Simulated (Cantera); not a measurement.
An adiabatic, constant-volume homogeneous reactor starts with C3H8 : O2 : N2 = 1 : 6.85 : 25.8 (molar parts), equivalence ratio 0.73, at 1323 K and 0.987 atm. Integrator tolerance rtol = 1e-08.

Model: GRI-Mech 3.0 (53 species, 325 reactions), integrated in Cantera. GRI-Mech 3.0 was tuned for natural gas; its chemistry of propane as a main component is partial and can be far from experiment.

```tsv
quantity	before	after
time of steepest temperature rise	0.614 ms	38.1 µs
temperature at 6.00 s	2750 K	2833 K
equilibrium temperature	2750 K	2833 K
x(C3H8) at 6.00 s	<1e-12 (gas-phase equilibrium <1e-12)	<1e-12 (gas-phase equilibrium <1e-12)
x(O2) at 6.00 s	0.0512 (gas-phase equilibrium 0.0512)	0.0521 (gas-phase equilibrium 0.0521)
x(CO2) at 6.00 s	0.0618 (gas-phase equilibrium 0.0618)	0.0539 (gas-phase equilibrium 0.0539)
x(CO) at 6.00 s	0.0227 (gas-phase equilibrium 0.0227)	0.0298 (gas-phase equilibrium 0.0298)
x(NO) at 6.00 s	0.0162 (gas-phase equilibrium 0.0162)	0.0183 (gas-phase equilibrium 0.0183)
```

**Question.** Name the change that produced these shifts.
A. initial temperature 1323 to 975 K
B. initial temperature 1323 to 1575 K
C. initial temperature 1323 to 1000 K
D. O2 6.85 to 2.2 parts

**Answer.** B, initial temperature 1323 to 1575 K
